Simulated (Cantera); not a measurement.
Input: 1 mol SiC, 0.026 mol H2O, 500 mol N2, at 0.100 bar.

Cantera equilibrium calculation (NASA polynomials, part measured and part estimated; ideal gas, pure solids and liquids). Candidate condensed phases: C, C6H6, C7H8, C8H18, H2O, Si, SiC, SiO2, Si2N2O, Si3N4; 151 gas species. N2 is the only nitrogen source here; it is nearly inert below about 1500 K, so the nitride shown seldom forms there in practice. Rates play no part.

Task: At 1448 K, list the 3 most abundant gas species with their mole fractions, and the condensed phases.

Result: N2 1.000, CO 5.20e-5, H2 4.94e-5. Condensed: C(graphite) + Si3N4(s).
